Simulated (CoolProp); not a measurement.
c-C4F8 (RC318) at 296.42 K and 0.12 MPa flows at 0.71 m/s in a round tube of 12.7 mm bore and 0.25 µm roughness, fully developed (64/Re and Nu = 3.66 if laminar; Colebrook and Gnielinski if turbulent). Each further row changes one setting.

Computed with CoolProp (reference Helmholtz-energy equation of state, Platzer 1990). This equation is an older, rougher fit.

| case | Reynolds number | Darcy friction factor | pressure drop (Pa/m) | heat-transfer coefficient (W/(m² K)) | mass flow (kg/h) |
|---|---|---|---|---|---|
| as stated | 8250 | (withheld) | (withheld) | (withheld) | 3.27 |
| velocity 1.42 m/s | 16500 | 0.0272 | (withheld) | 42.1 | (withheld) |
| diameter 25.4 mm | 16500 | 0.0272 | (withheld) | (withheld) | 13.1 |

Problem. What belongs in the gaps?

Solution. 
- as stated, Darcy friction factor: 0.0325
- as stated, pressure drop (Pa/m): 6.53
- as stated, heat-transfer coefficient (W/(m² K)): 23.9
- velocity 1.42 m/s, pressure drop (Pa/m): 21.8
- velocity 1.42 m/s, mass flow (kg/h): 6.55
- diameter 25.4 mm, pressure drop (Pa/m): 2.73
- diameter 25.4 mm, heat-transfer coefficient (W/(m² K)): 21.0

Viscosity comes from a separate model (Huber 2003), an estimate that may be off by 10 % or more. Thermal conductivity comes from a separate model (Huber 2003), an estimate that may be off by 10 % or more.
